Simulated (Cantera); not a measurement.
Ignition delay

Mixture: 5.05 % C3H8, 15.7 % O2, 59.5 % N2, 19.7 % CO2, at 750 Torr, adiabatic and at constant pressure. Ignition delay is the time to a rise of 400 K.

Computed with Cantera and GRI-Mech 3.0 (53 species, 325 reactions). GRI-Mech 3.0 was tuned for natural gas; its chemistry of propane as a main component is partial and can be far from experiment.

| T0 (K) | delay (ms) |
|---|---|
| 1150 | 23.2 |
| 1225 | 4.97 |
| 1300 | 1.32 |
| 1375 | 0.437 |
| 1450 | 0.178 |
| 1525 | 0.0864 |
| 1600 | 0.0487 |
| 1675 | 0.0307 |
| 1750 | 0.0212 |
| 1825 | 0.0156 |

apparent activation energy between 1675 and 1825 K: 120 kJ/mol
